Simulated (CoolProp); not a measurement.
R11 at several states: fugacity coefficient from the reference equation and from simpler models built on Tc = 471.1 K, pc = 4.408 MPa, ω = 0.189; each cubic takes its own stable root.

Computed with CoolProp (reference Helmholtz-energy equation of state, Jacobsen 1992).

```tsv
T (K)	p (MPa)	phase	reference
366.8	2.36	liquid	0.2826
294.6	0.757	liquid	0.1224
192.3	0.998	liquid	0.0002231
278.6	1.97	liquid	0.02703
```

Q: How far does each simpler model (van der Waals, Redlich-Kwong, Soave-Redlich-Kwong) lie from the reference over these 4 states: mean and median of the absolute difference, and the worst?

A: 
- van der Waals: mean 3467.6 %, median 476.0 %, worst +12826.9 % at 192.3 K and 0.998 MPa
- Redlich-Kwong: mean 48.5 %, median 49.8 %, worst +72.3 % at 192.3 K and 0.998 MPa
- Soave-Redlich-Kwong: mean 0.8 %, median 0.8 %, worst +1.5 % at 366.8 K and 2.36 MPa
